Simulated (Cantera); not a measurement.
Input: 1 mol SiH2Cl2, 11 mol NH3, 38 mol N2, equilibrated at 1973.15 K and 100 Torr.

These are equilibrium values from Cantera (NASA tables, ideal gas, pure condensed phases), not measurements of a reactor. Candidate condensed phases: NH4Cl, Si, Si3N4; 28 gas species. The tables' values for SiCl, SiN, SiCl3 are old estimates; treat these amounts as uncertain. Gases not in the tables: Si2H6 and higher silanes. Kinetics and transport are ignored.

Base state: N2 0.701, H2 0.270, HCl 0.0226, SiCl2 0.00467, H 0.00192, Si 0.000237, SiCl 0.000128, Cl 0.000120 (mole fractions); condensed: Si(l).

What changes in the equilibrium state with this change: SiH2Cl2 replaced by SiH4?


```json
[
 {"species": "N2", "before": "0.701", "after": "0.701"},
 {"species": "H2", "before": "0.270", "after": "0.297"},
 {"species": "H", "before": "0.00192", "after": "0.00202"},
 {"species": "HCl", "before": "0.0226", "after": "0"},
 {"species": "SiCl2", "before": "0.00467", "after": "0"},
 {"species": "Si", "before": "0.000237", "after": "0.000237"},
 {"species": "SiCl", "before": "0.000128", "after": "0"},
 {"species": "Cl", "before": "0.000120", "after": "0"},
 {"species": "SiCl3", "before": "1.87e-5", "after": "0"},
 {"species": "SiH2", "before": "2.45e-5", "after": "2.70e-5"},
 {"species": "SiH", "before": "3.25e-5", "after": "3.41e-5"},
 {"species": "Si(l), mol", "before": "0.678", "after": "0.976"}
]
```
The tables' values for SiN are old estimates; treat these amounts as uncertain.
